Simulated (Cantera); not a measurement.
Input: 1 mol B, 0.21 mol O2, 0.44 mol H2, equilibrated at 0.200 bar.

Cantera equilibrium calculation (NASA polynomials, part measured and part estimated; ideal gas, pure solids and liquids). Candidate condensed phases: B, B2O3, B3O3H3, H2O; 23 gas species. Mutual solubility and eutectic melting of coexisting phases are not modelled. Rates play no part.

Over these rows the condensed part is B(s) + B2O3(l). Partial pressures as log10 of bar:

```csv
T (K),1000/T (1/K),log p HBO2,log p H2
1248,0.8013,-6.14,-0.70
1348,0.7418,-5.37,-0.70
1448,0.6906,-4.70,-0.70
1548,0.6460,-4.14,-0.71
1648,0.6068,-3.65,-0.72
1748,0.5721,?,-0.75
```

Q: Fit log p(HBO2) = a + b·(1000/T) to the five rows, give the apparent enthalpy, and predict the row at 1748 K.

A: Means: 1000/T = 0.6973, log p = -4.800. Sxy = -0.303328, Sxx = 0.0236631, so b = -12.82 and a = -4.800 − (-12.82)×0.6973 = 4.14.
Apparent enthalpy: −19.145 × (-12.82) = 245 kJ/mol. With the condensed phases at unit activity, 2/3 B2O3(l) + 1/2 H2(g) = HBO2(g) + 1/3 B(s) links this pressure to the main gases: over the six rows their terms move log p by -0.03 in all, so the slope is close to that reaction's ΔH°. The five rows lie within 0.01 of the line.
Prediction at 1748 K: 4.14 + (-12.82)×0.5721 = -3.19. The computed value is -3.22, 0.03 from the line.
